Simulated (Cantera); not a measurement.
# N2O furnace oxynitridation

An isothermal, constant-pressure homogeneous reactor starts with N₂O : N₂ = 1 : 0.77 (molar parts), at 1350 K and 0.0420 bar.

Cantera simulation using GRI-Mech 3.0 (53 species, 325 reactions); the numbers are that mechanism's predictions, not measurements. GRI-Mech 3.0 was tuned for natural gas; its chemistry of N2O as a main component is partial and can be far from experiment. Radical loss at walls, strong at low pressure, is not modelled. The mechanism lacks the step 2 NO + O2 → 2 NO2, which can matter for NO2 below about 1400 K. The temperature is held fixed by assumption; the heat of reaction is taken as removed at once.

```json
[
 {"t (s)": "5.00e-5", "x N₂O": "0.565", "x N₂": "0.435", "x O": "3.90e-6", "x NO": "2.25e-7", "x NO₂": "<1e-12", "x O₂": "5.40e-7"},
 {"t (s)": "0.000213", "x N₂O": "0.565", "x N₂": "0.435", "x O": "1.06e-5", "x NO": "3.03e-6", "x NO₂": "1.20e-12", "x O₂": "7.27e-6"},
 {"t (s)": "0.000910", "x N₂O": "0.565", "x N₂": "0.435", "x O": "1.43e-5", "x NO": "2.36e-5", "x NO₂": "7.25e-11", "x O₂": "5.67e-5"},
 {"t (s)": "0.00388", "x N₂O": "0.564", "x N₂": "0.436", "x O": "1.43e-5", "x NO": "0.000117", "x NO₂": "1.73e-9", "x O₂": "0.000280"},
 {"t (s)": "0.0166", "x N₂O": "0.561", "x N₂": "0.437", "x O": "1.43e-5", "x NO": "0.000513", "x NO₂": "3.06e-8", "x O₂": "0.00123"},
 {"t (s)": "0.0707", "x N₂O": "0.549", "x N₂": "0.444", "x O": "1.43e-5", "x NO": "0.00217", "x NO₂": "3.94e-7", "x O₂": "0.00522"},
 {"t (s)": "0.302", "x N₂O": "0.500", "x N₂": "0.471", "x O": "1.43e-5", "x NO": "0.00877", "x NO₂": "2.76e-6", "x O₂": "0.0211"},
 {"t (s)": "1.29", "x N₂O": "0.341", "x N₂": "0.557", "x O": "1.42e-5", "x NO": "0.0300", "x NO₂": "1.15e-5", "x O₂": "0.0723"},
 {"t (s)": "5.49", "x N₂O": "0.0801", "x N₂": "0.699", "x O": "1.32e-5", "x NO": "0.0645", "x NO₂": "2.89e-5", "x O₂": "0.157"},
 {"t (s)": "23.4", "x N₂O": "0.000999", "x N₂": "0.742", "x O": "2.18e-6", "x NO": "0.0734", "x NO₂": "6.99e-5", "x O₂": "0.183"},
 {"t (s)": "100", "x N₂O": "1.42e-6", "x N₂": "0.743", "x O": "8.91e-7", "x NO": "0.0733", "x NO₂": "0.000124", "x O₂": "0.183"}
]
```
x: mole fraction; the columns are a selection and need not sum to one.

Equilibrium at this temperature and pressure: N₂O 7.32e-9, N₂ 0.779, O 9.72e-7, NO 0.000554, NO₂ 1.03e-6, O₂ 0.220 (gas phase only).
